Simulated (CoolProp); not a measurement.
Properties of carbon monoxide along the isobar 0.0696 MPa (Tc = 132.9 K, pc = 3.498 MPa, ω = 0.050).

The numbers come from the reference Helmholtz-energy equation of state, Lemmon 2006 in CoolProp. It is a short technical equation, of lower accuracy than the large ones.

```csv
T (K),phase,cv (kJ/(kg K)),speed of sound (m/s),Joule-Thomson coefficient (K/MPa),isothermal compressibility (1/MPa),expansivity (1/kK),fugacity coefficient
108,gas,0.7479,210.4,15.34,14.55,9.590,0.9880
120.2,gas,0.7457,222.4,12.63,14.50,8.537,0.9911
132.4,gas,(withheld),233.7,10.66,14.47,7.703,0.9933
144.5,gas,0.7438,244.4,(withheld),14.44,7.029,0.9948
156.7,gas,0.7434,254.7,8.007,14.43,6.462,0.9960
168.8,gas,0.7431,264.5,7.069,14.41,5.985,0.9968
181,gas,0.7430,274.0,6.290,14.40,5.572,0.9974
193.2,gas,0.7428,283.1,5.636,14.40,5.213,0.9980
205.3,gas,0.7428,291.9,(withheld),14.39,4.900,0.9983
217.5,gas,0.7427,300.5,4.601,14.39,4.621,0.9987
229.6,gas,0.7427,308.8,4.185,14.38,4.375,0.9989
241.8,gas,0.7428,317.0,3.815,14.38,4.152,0.9991
254,gas,0.7428,324.9,(withheld),14.38,3.950,0.9993
266.1,gas,0.7430,332.5,3.195,14.38,3.769,0.9995
278.3,gas,0.7432,340.1,(withheld),14.37,3.602,0.9996
```

Problem. Fill in the missing entries.

Solution. 
- 132.4, cv (kJ/(kg K)): 0.7445
- 144.5, Joule-Thomson coefficient (K/MPa): 9.178
- 205.3, Joule-Thomson coefficient (K/MPa): 5.083
- 254, Joule-Thomson coefficient (K/MPa): 3.486
- 278.3, Joule-Thomson coefficient (K/MPa): 2.931
